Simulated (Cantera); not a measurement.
An adiabatic, constant-volume homogeneous reactor starts with CH₄ : O₂ : N₂ = 1 : 1.11 : 4.18 (molar parts), equivalence ratio 1.8, at 1225 K and 760 Torr.

Detailed kinetics in Cantera: GRI-Mech 3.0 (53 species, 325 reactions).

x: mole fraction; the columns are a selection and need not sum to one.

```csv
t (s),T (K),P (bar),x CH₄,x O₂,x H₂O,x H,x CO₂,x NO₂,x HCO
6.00e-6,1225,1.01,0.159,0.176,1.47e-10,3.07e-11,<1e-12,<1e-12,<1e-12
1.51e-5,1225,1.01,0.159,0.176,6.26e-10,3.40e-11,<1e-12,<1e-12,<1e-12
3.82e-5,1225,1.01,0.159,0.176,3.24e-9,4.30e-11,<1e-12,<1e-12,<1e-12
9.62e-5,1225,1.01,0.159,0.176,2.16e-8,7.03e-11,<1e-12,<1e-12,<1e-12
0.000243,1225,1.01,0.159,0.176,?,1.75e-10,1.98e-12,<1e-12,<1e-12
0.000612,1225,1.01,0.159,0.176,1.61e-6,6.85e-10,6.23e-11,<1e-12,<1e-12
0.00154,1225,1.01,0.159,0.176,?,?,?,<1e-12,1.09e-11
0.00389,1225,1.01,0.159,0.176,6.29e-5,3.63e-9,1.67e-8,<1e-12,6.94e-11
0.00981,1227,1.01,0.159,0.176,0.000258,7.70e-9,9.57e-8,<1e-12,3.14e-10
0.0247,1237,1.02,0.157,0.175,0.00161,4.02e-8,1.95e-6,<1e-12,2.60e-9
0.0624,2680,2.55,1.67e-11,9.50e-5,0.144,0.0117,0.0203,1.43e-8,3.90e-7
0.157,2680,2.55,1.67e-11,9.50e-5,0.144,0.0117,0.0203,1.43e-8,3.90e-7
0.397,2680,2.55,1.67e-11,9.50e-5,0.144,0.0117,0.0203,1.43e-8,3.90e-7
1.00,2680,2.55,1.67e-11,9.50e-5,0.144,0.0117,0.0203,1.43e-8,3.90e-7
```

### Question
What belongs in the gaps?

### Answer

- 0.000243, x H₂O: 1.78e-7
- 0.00154, x H₂O: 1.28e-5
- 0.00154, x H: 2.19e-9
- 0.00154, x CO₂: 1.84e-9
